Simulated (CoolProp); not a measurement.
R141b at several states: density (kg/m³) from the reference equation and from simpler models built on Tc = 204.4 °C, pc = 4.212 MPa, ω = 0.220; each cubic takes its own stable root.

The numbers come from the reference Helmholtz-energy equation of state, Lemmon 2006 in CoolProp. It is a short technical equation, of lower accuracy than the large ones.

| T (°C) | p (MPa) | phase | reference | van der Waals | Soave-Redlich-Kwong |
|---|---|---|---|---|---|
| -58.65 | 0.792 | liquid | 1388 | 837.5 | 1260 |
| -71.05 | 1.53 | liquid | 1411 | 849.8 | 1276 |
| 50.85 | 0.0466 | gas | 2.051 | 2.040 | 2.048 |
| 33.35 | 0.12 | liquid | 1218 | 5.643 | 1118 |
| -53.05 | 10.5 | liquid | 1389 | 852.2 | 1264 |
| 71.15 | 7.13 | liquid | 1160 | 735.8 | 1071 |

At some of these states van der Waals gives the other phase, because its saturation line lies elsewhere.
